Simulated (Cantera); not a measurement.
Input: 1 mol Ti(OiPr)₄, 8.8 mol N₂, 0.5 mol H₂O, at 1.33 mbar.

Equilibrium computed with Cantera from the NASA thermochemical tables; the gas is ideal and each condensed phase is pure. Candidate condensed phases: C, C₆H₆, C₇H₈, C₈H₁₈, H₂O, Ti, TiC, TiN, TiO, TiO₂, Ti₂O₃, Ti₃O₅, Ti₄O₇; 139 gas species. The feed counts by its element totals alone. TiC: taken at fixed stoichiometry. The numbers say what is thermodynamically allowed, not how fast it happens.

x: gas mole fraction; n: condensed amount in mol.

```json
[
 {"T (K)": "1425", "x H₂": "0.521", "x N₂": "0.316", "x CO": "0.162", "x H": "0.000135", "x HCN": "0.000246", "x C₂H₂ (acetylene)": "1.84e-6", "n C(graphite)": "6.49", "n TiC(s)": "1.00"},
 {"T (K)": "1525", "x H₂": "0.521", "x N₂": "0.316", "x CO": "0.162", "x H": "___", "x HCN": "___", "x C₂H₂ (acetylene)": "___", "n C(graphite)": "6.49", "n TiC(s)": "1.00"},
 {"T (K)": "1625", "x H₂": "0.520", "x N₂": "0.316", "x CO": "0.162", "x H": "___", "x HCN": "___", "x C₂H₂ (acetylene)": "___", "n C(graphite)": "6.47", "n TiC(s)": "1.00"},
 {"T (K)": "1725", "x H₂": "0.518", "x N₂": "0.315", "x CO": "0.162", "x H": "0.00366", "x HCN": "0.00169", "x C₂H₂ (acetylene)": "4.77e-5", "n C(graphite)": "6.45", "n TiC(s)": "1.00"},
 {"T (K)": "1825", "x H₂": "0.513", "x N₂": "0.314", "x CO": "0.161", "x H": "0.00864", "x HCN": "0.00278", "x C₂H₂ (acetylene)": "0.000110", "n C(graphite)": "6.41", "n TiC(s)": "1.00"},
 {"T (K)": "1925", "x H₂": "0.505", "x N₂": "0.311", "x CO": "0.160", "x H": "0.0186", "x HCN": "0.00430", "x C₂H₂ (acetylene)": "0.000231", "n C(graphite)": "6.36", "n TiC(s)": "1.000"},
 {"T (K)": "2025", "x H₂": "0.490", "x N₂": "0.307", "x CO": "0.159", "x H": "0.0369", "x HCN": "0.00630", "x C₂H₂ (acetylene)": "0.000443", "n C(graphite)": "6.29", "n TiC(s)": "1.000"}
]
```

Q: Fill in the missing entries.

A: 
- 1525, x H: 0.000468
- 1525, x HCN: 0.000510
- 1525, x C₂H₂ (acetylene): 6.30e-6
- 1625, x H: 0.00139
- 1625, x HCN: 0.000966
- 1625, x C₂H₂ (acetylene): 1.85e-5
